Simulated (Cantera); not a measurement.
**Stirred combustor or abatement burner**

A perfectly stirred reactor is fed with CH₄ : C₂H₆ : O₂ : N₂ = 1 : 0.051 : 1.68 : 6.3 (molar parts), at 210 Torr; it is adiabatic with a 348 K inlet, and is followed from long to short residence time, starting on the burning branch (τ in s: 0.41, 0.1, 0.026, 0.0065, 0.0016, 0.00041, 0.0001, 2.6e-05, 6.5e-06).

Cantera simulation using GRI-Mech 3.0 (53 species, 325 reactions); the numbers are that mechanism's predictions, not measurements.

```
τ (s)    T (K)     x CH₄   x C₂H₆      x O₂      x H   x CO₂    x HCO    x N₂O
-------  -----  --------  -------  --------  -------  ------  -------  -------
0.41      2073   7.88e-6  2.76e-8  0.000169  0.00301  0.0536  5.18e-8  6.54e-9
0.10      2053   1.49e-5  9.08e-8  0.000414  0.00479  0.0536  1.59e-7  9.53e-9
0.026     2025   3.30e-5  2.81e-7  0.000906  0.00712  0.0534  4.94e-7  1.27e-8
0.0065    1989   9.28e-5  9.48e-7   0.00186  0.00966  0.0527  1.69e-6  1.64e-8
0.0016    1947  0.000333  3.71e-6   0.00406   0.0112  0.0502  6.38e-6  2.16e-8
0.00041   1847   0.00183  2.23e-5    0.0136  0.00917  0.0390  2.66e-5  1.70e-8
0.00010    348     0.111  0.00565     0.186   <1e-12  <1e-12   <1e-12   <1e-12
2.6e-5     348     0.111  0.00565     0.186   <1e-12  <1e-12   <1e-12   <1e-12
6.5e-6     348     0.111  0.00565     0.186   <1e-12  <1e-12   <1e-12   <1e-12
```
x: mole fraction; the columns are a selection and need not sum to one.
